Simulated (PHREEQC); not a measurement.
PHREEQC input (ion-association model, wateq4f.dat):

```
SOLUTION_MASTER_SPECIES
  Amm  AmmH+  0  AmmH  17.031  # ammonia with no redox link, constants of NH4+
SOLUTION_SPECIES
  PO4-3 + 3H+ = H3PO4  # constants of phreeqc.dat
    -log_k 21.721
    -delta_h -10.1 kJ
  AmmH+ = AmmH+
    -log_k 0
  AmmH+ = Amm + H+
    -log_k -9.252
    -delta_h 12.48 kcal
    -analytic 0.6322 -0.001225 -2835.76
    -gamma 2.5 0.0
  AmmH+ + SO4-2 = AmmHSO4-
    -log_k 1.11
    -gamma 5.0 0.0
PHASES
  Amm(g)
    Amm = Amm
    -log_k 1.770
    -delta_h -8.170 kcal
EXCHANGE_SPECIES
  AmmH+ + X- = AmmHX
    -log_k 0.6
SOLUTION 1
  temp 25
  units mol/kgw
  pH 7 charge
  F 0.063098
  K 9.8e-05
  Cl 0.0031
SOLUTION 2
  temp 25
  units mol/kgw
  pH 7 charge
  P 0.24
  Amm 0.0012
END
SELECTED_OUTPUT 1
  -reset false
  -pH true
  -pe true
  -ionic_strength true
  -water true
  -totals Amm Cl F K P
  -molalities H+ Cl- F- K+ PO4-3 HPO4-2 H2PO4- KHPO4- O2 OH-
    HF HF2- H2F2 AmmH+ Amm H3PO4
PRINT
  -reset false
MIX 1
  1 1
  2 0
EQUILIBRIUM_PHASES 1
  O2(g) -0.68 10
END
# ... the last block is repeated for the other 10 points of share of solution B
```

Selected output (columns that matter, 11 of 11 rows; share of solution B added in front):

```
share of solution B	pH	mu	Amm	Cl	F	K	P	m_H+	m_Cl-	m_F-	m_K+	m_H2PO4-	m_OH-	m_HF
0	2.1199	0.0083537	0	0.0031	0.063098	9.8e-05	0	0.0082557	0.0031	0.0044642	9.8e-05	0	1.4524e-12	0.046003
0.1	1.8859	0.014648	0.00012	0.00279	0.056788	8.82e-05	0.024	0.014439	0.00279	0.0025357	8.82e-05	0.0088971	8.7072e-13	0.043505
0.2	1.7665	0.01955	0.00024	0.00248	0.050478	7.84e-05	0.048	0.019231	0.00248	0.0017948	7.84e-05	0.014999	6.7219e-13	0.039828
0.3	1.6876	0.023673	0.00036	0.00217	0.044169	6.86e-05	0.072	0.023244	0.00217	0.0013608	6.86e-05	0.019954	5.6722e-13	0.035739
0.4	1.6291	0.027299	0.00048	0.00186	0.037859	5.88e-05	0.096	0.02676	0.00186	0.0010552	5.88e-05	0.024256	5.0029e-13	0.031382
0.5	1.5827	0.030575	0.0006	0.00155	0.031549	4.9e-05	0.12	0.029926	0.00155	0.00081675	4.9e-05	0.028124	4.5302e-13	0.026795
0.6	1.5444	0.033588	0.00072	0.00124	0.025239	3.92e-05	0.144	0.032828	0.00124	0.00061792	3.92e-05	0.031677	4.174e-13	0.021979
0.7	1.5117	0.036392	0.00084	0.00093	0.018929	2.94e-05	0.168	0.035523	0.00093	0.0004442	2.94e-05	0.034989	3.8933e-13	0.016922
0.8	1.4833	0.039027	0.00096	0.00062	0.01262	1.96e-05	0.192	0.038048	0.00062	0.00028689	1.96e-05	0.038107	3.6648e-13	0.011599
0.9	1.4581	0.041521	0.00108	0.00031	0.0063098	9.8e-06	0.216	0.040431	0.00031	0.00014023	9.8e-06	0.041067	3.4742e-13	0.0059752
1	1.4356	0.043894	0.0012	0	0	0	0.24	0.042694	0	0	0	0.043894	3.312e-13	0
```

wateq4f.dat counts part of the HF as a dimer, H2F2, which phreeqc.dat doesn't know; its constant is uncertain. H3PO4, which wateq4f.dat lacks, is added to it with the constant of phreeqc.dat.
